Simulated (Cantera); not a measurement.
# Diamond growth

A diamond (100) surface in a fixed gas of H2 with x(CH4) = 0.0027, x(H) = 0.0053, x(CH3) = 0.00032, 37.5 Torr; coverages are run to steady state.

Model: the Harris–Goodwin 1993 mechanism for the reconstructed diamond (100) surface, integrated in Cantera.

```
T (K)  growth (µm/h)  θ c6HH  θ c6H*  θ c6*H   θ c6**    θ c6HM
-----  -------------  ------  ------  ------  -------  --------
925             5.44   0.632  0.0116   0.297  0.00508    0.0427
1000            7.80   0.573  0.0176   0.359  0.00915    0.0303
1075            9.29   0.518  0.0246   0.414   0.0150    0.0195
1150            7.75   0.469  0.0325   0.461   0.0227   0.00913
1225            4.75   0.425  0.0408   0.497   0.0320   0.00284
1300            3.39   0.385  0.0489   0.522   0.0423  0.000726
1375            3.19   0.351  0.0567   0.538   0.0532  0.000181
```
θ: site fractions in the mechanism's names (c6HH fully hydrogenated, c6H* and c6*H radical sites, c6** diradical, c6HM methylated).
